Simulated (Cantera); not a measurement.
Source: NASA polynomial tables (part measured, part estimated), evaluated in Cantera. Values are per mole of reaction as written; species without (g) are pure solids or liquids, kept so even where they would boil at 1 bar.

Question: Between 300 and 1398 K, where is each reaction favourable under standard conditions?
- Fe2O3 + 2 H2O2(g) + 3 N2O(g) → 6 NO(g) + 2 Fe(OH)2
- H2O2(g) + 2 Fe(OH)2 → 2 Fe(OH)3

Answer: 
- Fe2O3 + 2 H2O2(g) + 3 N2O(g) → 6 NO(g) + 2 Fe(OH)2: ΔG° is 186 kJ at 300 K and -90 kJ at 1398 K; it changes sign between 300 and 1048 K. ΔH° is 270 kJ and ΔS° 258 J/K at 1398 K.
- H2O2(g) + 2 Fe(OH)2 → 2 Fe(OH)3: ΔG° is -321 kJ at 300 K and -96 kJ at 1398 K; it stays negative (K > 1). ΔH° is -368 kJ and ΔS° -195 J/K at 1398 K.
